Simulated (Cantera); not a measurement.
A Cantera script and its output.

```python
import numpy as np
import cantera as ct

gas = ct.Solution("gri30.yaml")
gas.TPX = 1123, 100000, {'CH4': 0.026, 'O2': 0.047, 'N2': 1}
inlet = ct.Reservoir(gas, clone=True)

reactor = ct.IdealGasConstPressureReactor(gas, energy="off", clone=False)
exhaust = ct.Reservoir(gas, clone=True)
tau = [1.1, 0.63, 0.36, 0.21, 0.12, 0.073, 0.042, 0.025, 0.014, 0.0084, 0.0049][0]
for a, b in ((inlet, reactor), (reactor, exhaust)):
    ct.MassFlowController(a, b, mdot=lambda t: reactor.mass / tau)
net = ct.ReactorNet([reactor])
show = ['CH4', 'O2', 'C2H2', 'CH2CO', 'CO', 'O']

rows = []
print(f"{'tau/s':>10s}{'T/K':>9s}" + "".join(f"{s:>11s}" for s in show))
for tau in [1.1, 0.63, 0.36, 0.21, 0.12, 0.073, 0.042, 0.025, 0.014, 0.0084, 0.0049]:
    net.initial_time = 0.0
    net.advance(30 * tau)
    before = gas.X
    net.advance(40 * tau)
    drift = np.max(np.abs(gas.X - before) / (gas.X + 1e-9))
    rows.append([gas.T, *gas[show].X, drift])
    print(f"{tau:10.3e}{gas.T:9.1f}" + "".join(f"{x:11.3e}" for x in gas[show].X))
```

Output:

```
     tau/s      T/K        CH4         O2       C2H2      CH2CO         CO          O
 1.100e+00   1123.0  1.523e-03  5.250e-03  7.094e-06  1.820e-05  8.888e-03  3.114e-07
 6.300e-01   1123.0  1.988e-03  7.199e-03  6.774e-06  2.430e-05  1.014e-02  3.992e-07
 3.600e-01   1123.0  2.732e-03  9.914e-03  7.077e-06  3.353e-05  1.139e-02  4.696e-07
 2.100e-01   1123.0  3.902e-03  1.352e-02  8.014e-06  4.681e-05  1.225e-02  4.963e-07
 1.200e-01   1123.0  5.989e-03  1.876e-02  9.589e-06  6.636e-05  1.217e-02  4.558e-07
 7.300e-02   1123.0  2.421e-02  4.379e-02  2.402e-11  2.019e-10  1.177e-06  1.385e-10
 4.200e-02   1123.0  2.422e-02  4.380e-02  3.700e-12  2.832e-11  2.810e-07  1.025e-10
 2.500e-02   1123.0  2.423e-02  4.380e-02  6.806e-13  4.717e-12  7.307e-08  7.922e-11
 1.400e-02   1123.0  2.423e-02  4.380e-02  8.496e-14  4.925e-13  1.429e-08  5.477e-11
 8.400e-03   1123.0  2.423e-02  4.380e-02  9.273e-15  3.984e-14  2.731e-09  3.326e-11
 4.900e-03   1123.0  2.423e-02  4.380e-02  6.124e-16  1.546e-15  3.882e-10  1.612e-11
```

Detailed kinetics in Cantera: GRI-Mech 3.0 (53 species, 325 reactions). The temperature is held fixed by assumption; the heat of reaction is taken as removed at once.
